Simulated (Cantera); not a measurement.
**Fe₃O₄ + CO + N₂ (carbothermic reduction)**

A closed system holds: 1 mol Fe₃O₄, 9.6 mol CO, 18 mol N₂, equilibrated at 31.0 Pa.

Equilibrium computed with Cantera from the NASA thermochemical tables; the gas is ideal and each condensed phase is pure. Candidate condensed phases: C, Fe, Fe(CO)₅, FeO, Fe₂O₃, Fe₃O₄; 27 gas species. The tables' stoichiometric FeO is somewhat more stable than real wüstite, so its field is too wide. FeO: taken at fixed stoichiometry. Kinetics and transport are ignored.

```csv
T (K),x N₂,x CO,x CO₂,x Fe,x FeO,x O₂,x O,x NO,n FeO(l)
1673,0.645,0.296,0.0474,0.0116,4.75e-5,2.05e-7,8.60e-7,2.34e-6,2.68
1723,0.639,0.285,0.0555,0.0201,0.000126,9.78e-7,3.19e-6,6.14e-6,2.43
1773,0.631,0.270,0.0669,0.0318,0.000315,4.75e-6,1.16e-5,1.61e-5,2.08
1823,0.621,0.250,0.0813,0.0470,0.000747,2.32e-5,4.12e-5,4.19e-5,1.62
1873,0.608,0.226,0.0987,0.0654,0.00169,0.000111,0.000142,0.000107,1.02
1923,0.592,0.198,0.118,0.0867,0.00365,0.000523,0.000470,0.000266,0.255
1973,0.586,0.192,0.121,0.0929,0.00490,0.00142,0.00116,0.000504,0
2023,0.584,0.196,0.116,0.0921,0.00534,0.00286,0.00242,0.000820,0
```
x: gas mole fraction; n: condensed amount in mol.

From 1673 K to 1923 K the condensed part is FeO(l). From 1973 K to 2023 K nothing is condensed. The main Fe-bearing gas is Fe throughout.
